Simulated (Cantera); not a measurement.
An adiabatic, constant-volume homogeneous reactor starts with H₂ : O₂ : N₂ = 1 : 0.862 : 3.24 (molar parts), equivalence ratio 0.58, at 1225 K and 0.690 bar. Integrator tolerance rtol = 1e-08.

Computed with Cantera and the H2/O2 subset of GRI-Mech 3.0, which has no nitrogen chemistry.

Question: What does this change do: H2 1 to 1.3 parts?

Answer: 
| quantity | before | after |
|---|---|---|
| time of steepest temperature rise | 57.6 µs | 56.1 µs |
| temperature at 2.00 s | 2665 K | 2812 K |
| equilibrium temperature | 2665 K | 2812 K |
| x(H₂) at 2.00 s | 0.00771 (gas-phase equilibrium 0.00771) | 0.0206 (gas-phase equilibrium 0.0206) |
| x(O₂) at 2.00 s | 0.0728 (gas-phase equilibrium 0.0728) | 0.0432 (gas-phase equilibrium 0.0432) |
| x(H₂O₂) at 2.00 s | 5.99e-7 (gas-phase equilibrium 5.99e-7) | 7.13e-7 (gas-phase equilibrium 7.13e-7) |
| x(H) at 2.00 s | 0.00374 (gas-phase equilibrium 0.00374) | 0.0103 (gas-phase equilibrium 0.0103) |
| x(HO₂) at 2.00 s | 1.45e-5 (gas-phase equilibrium 1.45e-5) | 1.47e-5 (gas-phase equilibrium 1.47e-5) |

Question: What does this change do: constant pressure in place of constant volume?

Answer: 
```tsv
quantity	before	after
time of steepest temperature rise	57.6 µs	58.6 µs
temperature at 2.00 s	2665 K	2474 K
equilibrium temperature	2665 K	2474 K
x(H₂) at 2.00 s	0.00771 (gas-phase equilibrium 0.00771)	0.00468 (gas-phase equilibrium 0.00468)
x(O₂) at 2.00 s	0.0728 (gas-phase equilibrium 0.0728)	0.0746 (gas-phase equilibrium 0.0746)
x(H₂O₂) at 2.00 s	5.99e-7 (gas-phase equilibrium 5.99e-7)	3.05e-7 (gas-phase equilibrium 3.05e-7)
x(H) at 2.00 s	0.00374 (gas-phase equilibrium 0.00374)	0.00186 (gas-phase equilibrium 0.00186)
x(HO₂) at 2.00 s	1.45e-5 (gas-phase equilibrium 1.45e-5)	7.94e-6 (gas-phase equilibrium 7.94e-6)
```
